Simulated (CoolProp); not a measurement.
Vapour-liquid equilibrium of ethanol (1) + benzene (2) at 402 kPa; x and y are mole fractions of (1).

Computed with CoolProp (multi-fluid Helmholtz-energy mixture model, Schroeder 2014 and Thol 2012; pair parameters Bell 2016).

| x | bubble temperature, mixture model (°C) | bubble temperature, Raoult's law (°C) | y, mixture model | y, Raoult's law |
|---|---|---|---|---|
| 0.05 | 124.9 | 131.5 | … | 0.074 |
| 0.125 | 118.6 | 129.9 | 0.335 | 0.178 |
| 0.2 | 115.4 | 128.4 | … | 0.273 |
| 0.275 | 113.7 | 127.1 | 0.460 | 0.361 |
| 0.35 | 112.8 | 125.9 | 0.492 | 0.443 |
| 0.425 | 112.3 | 124.7 | 0.518 | 0.520 |
| 0.5 | … | 123.7 | 0.543 | 0.593 |
| 0.575 | 111.9 | 122.7 | 0.571 | 0.662 |
| 0.65 | … | 121.7 | 0.606 | 0.728 |
| 0.725 | 112.6 | 120.8 | 0.654 | 0.791 |
| 0.8 | 113.4 | 120.0 | 0.718 | 0.851 |
| 0.875 | 114.8 | 119.2 | 0.804 | 0.908 |
| 0.95 | 116.6 | 118.5 | 0.914 | 0.964 |

Question: Some entries are withheld; supply them.

Answer: 
- 0.05, y, mixture model: 0.187
- 0.2, y, mixture model: 0.413
- 0.5, bubble temperature, mixture model (°C): 112.0
- 0.65, bubble temperature, mixture model (°C): 112.1

The largest gap from Raoult's law is -13.4 K in bubble temperature, at x = 0.275. y crosses x between x = 0.5 and 0.575: the model has an azeotrope there.

The pair parameters rest on a limited set of measurements; away from them the model extrapolates.
